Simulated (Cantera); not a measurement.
An isothermal, constant-pressure homogeneous reactor starts with CH₄ : N₂ = 1 : 6.4 (molar parts), at 1750 K and 100.0 Torr. Integrator tolerance rtol = 1e-08.

Cantera simulation using GRI-Mech 3.0 (53 species, 325 reactions); the numbers are that mechanism's predictions, not measurements. GRI-Mech 3.0 stops at C3 and has no aromatics, soot or wall deposition, so with more carbon than oxygen in the feed, carbon stays in small species such as C2H2 where larger ones or solid carbon would form.

Task: What does this change do: CH4 1 to 4.8 parts?

Result: 
| quantity | before | after |
|---|---|---|
| x(CH₄) at 2.00 s | 0.000453 (gas-phase equilibrium 0.000125) | 0.00157 (gas-phase equilibrium 0.00104) |
| x(CH₃) at 2.00 s | 1.39e-5 (gas-phase equilibrium 3.85e-6) | 3.03e-5 (gas-phase equilibrium 2.02e-5) |
| x(H₂) at 2.00 s | 0.178 (gas-phase equilibrium 0.178) | 0.448 (gas-phase equilibrium 0.448) |
| x(CH₂) at 2.00 s | 2.27e-8 (gas-phase equilibrium 6.32e-9) | 3.13e-8 (gas-phase equilibrium 2.09e-8) |
| x(C₂H₂) at 2.00 s | 0.0593 (gas-phase equilibrium 0.0219) | 0.149 (gas-phase equilibrium 0.0953) |

Task: What does this change do: N2 6.4 to 27 parts?

Result: 
```tsv
quantity	before	after
x(CH₄) at 2.00 s	0.000453 (gas-phase equilibrium 0.000125)	0.000113 (gas-phase equilibrium 6.77e-6)
x(CH₃) at 2.00 s	1.39e-5 (gas-phase equilibrium 3.85e-6)	6.43e-6 (gas-phase equilibrium 3.86e-7)
x(H₂) at 2.00 s	0.178 (gas-phase equilibrium 0.178)	0.0515 (gas-phase equilibrium 0.0516)
x(CH₂) at 2.00 s	2.27e-8 (gas-phase equilibrium 6.32e-9)	1.94e-8 (gas-phase equilibrium 1.18e-9)
x(C₂H₂) at 2.00 s	0.0593 (gas-phase equilibrium 0.0219)	0.0172 (gas-phase equilibrium 0.00262)
```
